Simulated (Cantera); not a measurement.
Charge: 1 mol S, 0.0055 mol SO₂, 2.6 mol O₂, held at 1.40 mbar.

Equilibrium computed with Cantera from the NASA thermochemical tables; the gas is ideal and each condensed phase is pure. Candidate condensed phases: S; 10 gas species. Equilibrium is a limit: real reactors are often held back by kinetics, nucleation or transport. All values below are at 1702 °C.

Base state: O₂ 0.605, SO₂ 0.382, O 0.0115, SO 0.00155, SO₃ 6.70e-5 (mole fractions); condensed: gas only.

What changes in the equilibrium state with this change: S replaced by HF?


```json
[
 {"species": "O₂", "before": "0.605", "after": "0.709"},
 {"species": "HF", "before": "0", "after": "0.273"},
 {"species": "O", "before": "0.0115", "after": "0.0124"},
 {"species": "SO₂", "before": "0.382", "after": "0.00151"},
 {"species": "F", "before": "0", "after": "0.00193"},
 {"species": "OH", "before": "0", "after": "0.000884"},
 {"species": "H₂O", "before": "0", "after": "0.000486"},
 {"species": "H", "before": "0", "after": "7.01e-5"}
]
```
Further candidate phases: H₂O, H₂SO₄.

What changes in the equilibrium state with this change: O₂ from 2.6 to 0.5 mol?


```tsv
species	before	after
SO₂	0.382	0.506
S₂	<1e-9	0.231
SO	0.00155	0.226
O₂	0.605	4.96e-5
S	2.14e-6	0.0346
O	0.0115	0.000104
S₂O	<1e-9	0.00212
SO₃	6.70e-5	8.04e-7
```
